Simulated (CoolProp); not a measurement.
Computed with CoolProp (reference Helmholtz-energy equation of state, Thol 2016).

**Question.** Give the vapour pressure (bar), liquid density (kg/m³), vapour density (kg/m³), enthalpy of vaporisation (kJ/kg) of saturated hexamethyldisiloxane (MM) at 60.65, 153.65 °C.

**Answer.** 
```json
[
 {"T (°C)": "60.65", "p (bar)": "0.268", "liquid density (kg/m³)": "721", "vapour density (kg/m³)": "1.61", "enthalpy of vaporisation (kJ/kg)": "212"},
 {"T (°C)": "153.65", "p (bar)": "3.79", "liquid density (kg/m³)": "604", "vapour density (kg/m³)": "20.7", "enthalpy of vaporisation (kJ/kg)": "161"}
]
```
